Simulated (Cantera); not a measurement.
## Transport properties of process gases

Gas mixture: NO : N2O = 0.46 : 0.13 (molar parts), at 0.345 atm, frozen composition.

Cantera's kinetic-theory transport with the Lennard-Jones parameters of GRI-Mech 3.0, ideal gas; thermal conductivity in the mixture-averaged form. The composition is frozen, though it would react at the higher temperatures.

```csv
T (K),ρ (kg/m³),cp (J/kg/K),μ (µPa s),λ (mW/m/K),Pr,D (cm²/s) NO,D (cm²/s) OH,D (cm²/s) CO2
400,0.348,990.3,22.1,30.7,0.713,0.748,1.42,0.700
650,0.214,1075,31.5,47.3,0.716,1.75,3.24,1.66
900,0.155,1147,39.4,62.7,0.720,3.05,5.60,2.90
1150,0.121,1192,46.4,76.8,0.720,4.61,8.43,4.40
1400,0.0995,1224,52.8,89.9,0.719,6.40,11.7,6.13
1650,0.0844,1248,58.8,102,0.719,8.42,15.3,8.06
1900,0.0733,1267,64.4,113,0.719,10.6,19.4,10.2
2150,0.0648,1281,69.8,124,0.719,13.1,23.8,12.5
2400,0.0580,1291,75.0,135,0.719,15.7,28.6,15.0
```
D: mixture-averaged diffusion coefficient of that species in the mixture.
